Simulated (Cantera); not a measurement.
What does this Cantera script print?

```python
import numpy as np
import cantera as ct

gas_names = """
    H H2 H2S Ni NiS S SH S2 S8
""".split()
cond_names = """
    Ni(cr) Ni(L) NiS(b) NiS(a) NiS(L) NiS2(s) NiS2(L) Ni3S2(I) Ni3S2(II) Ni3S2(L) Ni3S4(s) S(cr1) S(cr2)
    S(L)
""".split()


def load(file, names, dense=False):
    # The tables refer to 1 bar. Condensed volumes are neglected.
    table = {s.name: s for s in ct.Species.list_from_file(file)}
    out = []
    for n in names:
        d = dict(table[n].input_data)
        d["thermo"] = dict(d["thermo"], **{"reference-pressure": 1e5})
        if dense:
            d["equation-of-state"] = {"model": "constant-volume", "density": "1e6 g/cm^3"}
        out.append(ct.Species.from_dict(d))
    return out


gas = ct.Solution(thermo="ideal-gas", species=load("nasa_gas.yaml", gas_names))
cond = {s.name: ct.Solution(thermo="fixed-stoichiometry", species=[s], name=s.name)
        for s in load("nasa_condensed.yaml", cond_names, dense=True)}
atoms = {
    'NiS': {'Ni': 1, 'S': 1},
    'H2': {'H': 2},
}
top_T = {'Ni3S4(s)': 620}  # K; cautious upper limits of use, not melting points


def equilibrate(T, P, feed):
    n = {}
    for name, mol in feed.items():
        for a, k in atoms[name].items():
            n[a] = n.get(a, 0.0) + k * mol
    gas.TPX = T, P, n
    mass = sum(n.values()) * gas.mean_molecular_weight
    gas.equilibrate("TP")
    valid = [c for c in cond.values() if c.min_temp <= T <= top_T.get(c.name, c.max_temp)]
    mix = ct.Mixture([(gas, mass / gas.mean_molecular_weight)] + [(c, 0.0) for c in valid])
    mix.T, mix.P = T, P
    mix.equilibrate("TP", solver="vcs", rtol=1e-11, max_steps=5000)
    return mix


results = []
feed = {'NiS': 1, 'H2': 0.33}  # mol
P = 1000  # Pa
for T in [698, 748, 798, 848, 898, 948, 998, 1048, 1098, 1148, 1198]:
    mix = equilibrate(T, P, feed)
    results.append((T, P, feed, dict(zip(mix.species_names, mix.species_moles))))

top = {s: max(r[3][s] / sum(r[3][g] for g in gas_names) for r in results) for s in gas_names}
cols = sorted((s for s in top if top[s] > 1e-06), key=lambda s: -top[s])[:5]
seen = [c for c in cond_names if any(r[3].get(c, 0) > 1e-12 for r in results)]
print("log10 of partial pressures in bar; condensed amounts in mol")
print(f"{'T/K':>10s}" + "".join(f"{s[:9]:>10s}" for s in cols + seen))
for T, P, feed, n in results:
    ng = sum(n[g] for g in gas_names)
    print(f"{T:10.4g}" + "".join(f"{np.log10(max(n[s] / ng * P / 1e5, 1e-99)):10.3f}" for s in cols)
          + "".join(f"{n.get(c, 0):10.4g}" for c in seen))
```

Result:

```
log10 of partial pressures in bar; condensed amounts in mol
       T/K       H2S        H2        S2        SH         S    NiS(a)  Ni3S2(I) Ni3S2(II)  Ni3S2(L)
       698    -2.195    -2.442    -7.801    -9.898   -16.929    0.3675    0.2108         0         0
       748    -2.193    -2.445    -6.906    -9.077   -15.406    0.3653    0.2116         0         0
       798    -2.192    -2.446    -6.124    -8.359   -14.073    0.3641     0.212         0         0
       848    -2.166    -2.500    -5.276    -7.673   -12.818    0.3225         0    0.2258         0
       898    -2.115    -2.645    -4.269    -6.986   -11.575    0.2246         0    0.2585         0
       948    -2.097    -2.807    -3.361    -6.384   -10.459   0.08133         0    0.3062         0
       998    -2.135    -2.758    -3.037    -5.992    -9.701         0         0    0.3333         0
      1048    -2.186    -2.641    -2.925    -5.691    -9.106         0         0    0.3333         0
      1098    -2.247    -2.544    -2.832    -5.427    -8.569         0         0         0    0.3333
      1148    -2.317    -2.465    -2.756    -5.195    -8.083         0         0         0    0.3333
      1198    -2.396    -2.403    -2.696    -4.992    -7.641         0         0         0    0.3333
```

Method: chemical equilibrium by Gibbs-energy minimisation in Cantera with the NASA 1993 tables (ideal gas, pure condensed phases). Gases not in the tables: S3 to S7.
